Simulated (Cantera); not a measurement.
Charge: 1 mol ZrN, 3.9 mol H2, equilibrated at 2250 K and 1 atm.

These are equilibrium values from Cantera (NASA tables, ideal gas, pure condensed phases), not measurements of a reactor. Candidate condensed phases: Zr, ZrN; 11 gas species. ZrN: taken at fixed stoichiometry. The numbers say what is thermodynamically allowed, not how fast it happens.

Base state: H2 0.993, H 0.00735 (mole fractions); condensed: ZrN(s).

Problem. What changes in the equilibrium state with this change: temperature from 2250 K to 2098.15 K?

Solution. 
```
species       before    after
-----------  -------  -------
H2             0.993    0.997
H            0.00735  0.00306
ZrN(s), mol     1.00     1.00
```

Problem. What changes in the equilibrium state with this change: temperature from 2250 K to 1425 K?

Solution. 
| species | before | after |
|---|---|---|
| H2 | 0.993 | 1.000 |
| H | 0.00735 | 6.78e-6 |
| ZrN(s), mol | 1.00 | 1.00 |
